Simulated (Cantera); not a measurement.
Input: 1 mol Fe(CO)5, 1.3 mol N2, 0.4 mol H2, at 1000 Pa.

Equilibrium computed with Cantera from the NASA thermochemical tables; the gas is ideal and each condensed phase is pure. Candidate condensed phases: C, C6H6, C7H8, C8H18, Fe, Fe(CO)5, FeO, Fe(OH)2, Fe(OH)3, Fe2O3, Fe3O4, H2O; 140 gas species. Condensed phases not in the tables: cementite and carbon dissolved in iron. Equilibrium is a limit: real reactors are often held back by kinetics, nucleation or transport.

x: gas mole fraction; n: condensed amount in mol.

```tsv
T (K)	x CO	x N2	x H2	x CO2	x H2O	x HCN	x H	n C(graphite)	n Fe(α)	n Fe(γ)
1050	0.745	0.194	0.0597	0.00119	8.07e-5	1.20e-6	…	0.00845	1.00	0
1075	0.745	0.194	0.0597	0.000755	5.62e-5	1.71e-6	…	0.00541	1.00	0
1100	0.746	0.194	0.0597	0.000491	3.98e-5	2.39e-6	…	0.00353	1.00	0
1125	0.746	0.194	0.0597	0.000325	2.86e-5	3.30e-6	…	0.00234	1.00	0
1150	0.746	0.194	0.0597	0.000220	2.09e-5	4.50e-6	…	0.00157	1.00	0
1175	0.746	0.194	0.0597	0.000151	1.54e-5	6.04e-6	…	0.00107	1.00	0
1200	0.746	0.194	0.0597	0.000105	1.16e-5	8.02e-6	…	0.000724	0	1.00
1225	0.746	0.194	0.0597	7.46e-5	8.76e-6	1.05e-5	…	0	0	1.00
1250	0.746	0.194	0.0597	5.36e-5	6.71e-6	1.36e-5	…	0	0	1.00
1275	0.746	0.194	0.0597	3.90e-5	5.19e-6	1.75e-5	…	0	0	1.00
1300	0.746	0.194	0.0597	2.88e-5	4.06e-6	2.23e-5	…	0	0	1.000
```

**Question.** Complete the blanks.

**Answer.** 
- 1050, x H: 1.98e-8
- 1075, x H: 3.59e-8
- 1100, x H: 6.32e-8
- 1125, x H: 1.09e-7
- 1150, x H: 1.82e-7
- 1175, x H: 3.00e-7
- 1200, x H: 4.82e-7
- 1225, x H: 7.61e-7
- 1250, x H: 1.18e-6
- 1275, x H: 1.80e-6
- 1300, x H: 2.70e-6
